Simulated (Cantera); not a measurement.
A perfectly stirred reactor is fed with 7.06 % H2, 92.9 % O2, equivalence ratio 0.038, at 1330 Pa; it is held at 1000 K, and followed from long to short residence time.

Model: the H2/O2 subset of GRI-Mech 3.0, which has no nitrogen chemistry, integrated in Cantera. Radical loss at walls, strong at low pressure, is not modelled. The temperature is held fixed by assumption; the heat of reaction is taken as removed at once.

One state of this run: x H2 = 0.0100; x O2 = 0.907; x H2O = 0.0542; x OH = 0.00286; x HO2 = 8.68e-6; x H2O2 = 2.81e-7. x: mole fraction; the columns are a selection and need not sum to one.

**Question.** Which value of τ (s) does it belong to?
(A) 0.11
(B) 0.0071
(C) 0.057
(D) 0.92

**Answer.** B, 0.0071
